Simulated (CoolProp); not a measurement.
Vapour-liquid equilibrium of ammonia (1) + n-hexane (2) at 355.6 K; x and y are mole fractions of (1).

Computed with CoolProp (multi-fluid Helmholtz-energy mixture model, Gao 2020 and Thol 2019; pair parameters Bell 2016).

Q: Give the bubble pressure and the first vapour's composition at x = 0.25, 0.65, 0.85. Is there an azeotrope?

A: x = 0.25: 2278 kPa, y = 0.918; x = 0.65: 3454 kPa, y = 0.939; x = 0.85: 3831 kPa, y = 0.956. No azeotrope shows between x = 0.05 and 0.95.

Pair parameters are fitted to limited data, so mixtures are less certain than the pure fluids. With so large a gap from Raoult's law the liquid may split in two, which this calculation doesn't test in full.
